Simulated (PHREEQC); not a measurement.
A solution holds 8.6 mmol/kgw H3PO4 and 38 mmol/kgw K2HPO4, at 25 °C. Closed to the air; pH follows from the charge balance.

All values are PHREEQC results (ion-association model, phreeqc.dat), not measurements.

No solid was allowed to form.

### Question
Order these P species by the share of P that they hold, largest first: HPO4-2, KHPO4-, H2PO4-.

### Answer
HPO4-2 (60 %), H2PO4- (37 %), KHPO4- (3.2 %)

The pH is 7.09 and the ionic strength 0.102 mol/kgw.
